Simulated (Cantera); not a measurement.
## Equilibrium for fluorocarbon and chlorocarbon gases: CHF3 + H2

Feed: 1 mol CHF3, a varied amount of H2, equilibrated at 2773 K and 3.10 mbar.

Equilibrium computed with Cantera from the NASA thermochemical tables; the gas is ideal and each condensed phase is pure. Candidate condensed phases: C, C6H6, C7H8, C8H18; 95 gas species. Equilibrium is a limit: real reactors are often held back by kinetics, nucleation or transport.

```json
[
 {"n(H2) (mol)": "0.13", "log p HF": "-2.89", "log p F": "-2.79", "log p H": "-4.75", "log p H2": "-7.25", "log p CF": "-3.95", "log p CF2": "-4.28", "n C(graphite)": "0.767"},
 {"n(H2) (mol)": "0.22", "log p HF": "-2.84", "log p F": "-2.84", "log p H": "-4.65", "log p H2": "-7.05", "log p CF": "-4.00", "log p CF2": "-4.38", "n C(graphite)": "0.786"},
 {"n(H2) (mol)": "0.36", "log p HF": "-2.76", "log p F": "-2.92", "log p H": "-4.50", "log p H2": "-6.74", "log p CF": "-4.08", "log p CF2": "-4.54", "n C(graphite)": "0.814"},
 {"n(H2) (mol)": "0.59", "log p HF": "-2.67", "log p F": "-3.09", "log p H": "-4.23", "log p H2": "-6.21", "log p CF": "-4.25", "log p CF2": "-4.88", "n C(graphite)": "0.854"},
 {"n(H2) (mol)": "0.97", "log p HF": "-2.59", "log p F": "-3.58", "log p H": "-3.67", "log p H2": "-5.09", "log p CF": "-4.74", "log p CF2": "-5.85", "n C(graphite)": "0.895"},
 {"n(H2) (mol)": "1.6", "log p HF": "-2.67", "log p F": "-4.20", "log p H": "-3.13", "log p H2": "-4.00", "log p CF": "-5.36", "log p CF2": "-7.09", "n C(graphite)": "0.872"},
 {"n(H2) (mol)": "2.6", "log p HF": "-2.80", "log p F": "-4.54", "log p H": "-2.92", "log p H2": "-3.59", "log p CF": "-5.70", "log p CF2": "-7.78", "n C(graphite)": "0.803"}
]
```
log p: log10 of the partial pressure in bar; n: condensed amount in mol.

From 0.13 mol H2 to 2.6 mol H2 the condensed part is C(graphite). The main C-bearing gas is CF at 0.13 mol H2 and C3 at 2.6 mol H2. The share of C in condensed phases is highest at 0.97 mol H2 (89.5 %) and lowest at 0.13 mol H2 (76.7 %).
